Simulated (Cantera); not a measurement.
Input: 1 mol B₂O₃, 0.33 mol O₂, 1.5 mol H₂, at 10.0 Torr.

Equilibrium computed with Cantera from the NASA thermochemical tables; the gas is ideal and each condensed phase is pure. Candidate condensed phases: B, B₂O₃, B₃O₃H₃, H₂O; 23 gas species. Rates play no part.

### Question
At 1748 K, list the 5 most abundant gas species with their mole fractions, and the condensed phases.

### Answer
HBO₂ 0.410, H₂ 0.371, B₂O₃ 0.122, H₂O 0.0916, HBO 0.00339. Condensed: B₂O₃(l).
